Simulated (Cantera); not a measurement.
What does this Cantera script print?

```python
import numpy as np
import cantera as ct

gas_names = """
    B BH BH2 BH3 BN B2 H H2 N NH NH2 NH3 N2 N2H2 N2H4
""".split()
cond_names = """
    B(b) B(L) BN(s)
""".split()


# ... load() reads the species with a 1 bar reference pressure and builds the phases ...
atoms = {
    'B': {'B': 1},
    'N2': {'N': 2},
    'H2': {'H': 2},
}
top_T = {'BN(s)': 3200}  # K; cautious upper limits of use, not melting points


# ... equilibrate(T, P, feed) seeds the gas with the atoms and calls Mixture.equilibrate('TP', solver="vcs", rtol=1e-11, max_steps=5000) ...
results = []
feed = {'B': 1, 'N2': 6.2, 'H2': 0.92}  # mol
T = 1200  # K
P = 13332.2  # Pa
mix = equilibrate(T, P, feed)
results.append((T, P, feed, dict(zip(mix.species_names, mix.species_moles))))
x = sorted(zip(gas.X, gas.species_names), reverse=True)
print(f"T = {T:g} K  P = {P:g} Pa  gas = {mix.phase_moles(0):.4g} mol")
print("   x: " + "  ".join(f"{s} {v:.3e}" for v, s in x if v > 1e-05))
print("   condensed (mol): " + ("  ".join(f"{mix.phase(i).name} {mix.phase_moles(i):.4g}"
      for i in range(1, mix.n_phases) if mix.phase_moles(i) > 1e-12) or "none"))
```

Result:

```
T = 1200 K  P = 13332.2 Pa  gas = 6.62 mol
   x: N2 8.610e-01  H2 1.390e-01
   condensed (mol): BN(s) 1
```

Cantera equilibrium calculation (NASA polynomials, part measured and part estimated; ideal gas, pure solids and liquids). N2 is the only nitrogen source here; it is nearly inert below about 1500 K, so the nitride shown seldom forms there in practice.
